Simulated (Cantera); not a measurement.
**Catalytic combustion on Pt**

An isothermal plug-flow reactor at 525 K and 1.97 atm (inlet), inlet velocity 4 m/s, active area per volume 2700 1/m; feed 0.261 % H₂, 1.49 % O₂, 98.2 % N₂, equivalence ratio 0.087.

Cantera simulation using Deutschmann's 1995 Pt surface mechanism with GRI-Mech 3.0 gas chemistry; the numbers are that mechanism's predictions, not measurements. Catalytic surfaces can have several steady states; this one follows from the mechanism file's or the stated starting coverage. Mass transfer to the wall is taken as infinitely fast.

```json
[
 {"z (m)": "0.00026", "x H₂": "0.00112", "x O₂": "0.0142", "x H₂O": "0.00149", "θ free Pt": "0.120", "θ O*": "0.862", "θ OH*": "0.0187"},
 {"z (m)": "0.00055", "x H₂": "0.000679", "x O₂": "0.0140", "x H₂O": "0.00193", "θ free Pt": "0.0735", "θ O*": "0.910", "θ OH*": "0.0161"},
 {"z (m)": "0.0012", "x H₂": "0.000358", "x O₂": "0.0138", "x H₂O": "0.00226", "θ free Pt": "0.0392", "θ O*": "0.948", "θ OH*": "0.0125"},
 {"z (m)": "0.0026", "x H₂": "0.000176", "x O₂": "0.0137", "x H₂O": "0.00244", "θ free Pt": "0.0194", "θ O*": "0.971", "θ OH*": "0.00913"},
 {"z (m)": "0.0055", "x H₂": "8.58e-5", "x O₂": "0.0137", "x H₂O": "0.00253", "θ free Pt": "0.00949", "θ O*": "0.984", "θ OH*": "0.00649"},
 {"z (m)": "0.012", "x H₂": "3.99e-5", "x O₂": "0.0137", "x H₂O": "0.00258", "θ free Pt": "0.00442", "θ O*": "0.991", "θ OH*": "0.00447"},
 {"z (m)": "0.026", "x H₂": "1.85e-5", "x O₂": "0.0136", "x H₂O": "0.00260", "θ free Pt": "0.00206", "θ O*": "0.995", "θ OH*": "0.00307"}
]
```
x: gas mole fraction; θ: surface coverage.
